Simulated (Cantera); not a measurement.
Boron, boron nitride and boron oxide: BF₃ + O₂ + N₂

Charge: 1 mol BF₃, 0.11 mol O₂, 3.4 mol N₂, held at 1330 Pa.

These are equilibrium values from Cantera (NASA tables, ideal gas, pure condensed phases), not measurements of a reactor. Candidate condensed phases: B, BN, B₂O₃; 31 gas species. The tables' values for BF₂ are old estimates; treat these amounts as uncertain. Rates play no part.

From 1125 K to 2100 K nothing is condensed. The main B-bearing gas is BF₃ throughout.

```tsv
T (K)	x N₂	x BF₃	x O₂	x F
1125	0.754	0.222	0.0244	1.76e-7
1200	0.754	0.222	0.0244	8.13e-7
1275	0.754	0.222	0.0243	3.18e-6
1350	0.754	0.222	0.0243	1.07e-5
1425	0.754	0.222	0.0242	3.20e-5
1500	0.754	0.222	0.0242	8.55e-5
1575	0.753	0.222	0.0240	0.000209
1650	0.753	0.221	0.0239	0.000469
1725	0.753	0.221	0.0236	0.000983
1800	0.752	0.220	0.0231	0.00193
1875	0.751	0.219	0.0224	0.00359
1950	0.749	0.217	0.0214	0.00634
2025	0.746	0.214	0.0198	0.0107
2100	0.742	0.210	0.0176	0.0171
```
x: gas mole fraction; nothing condenses.
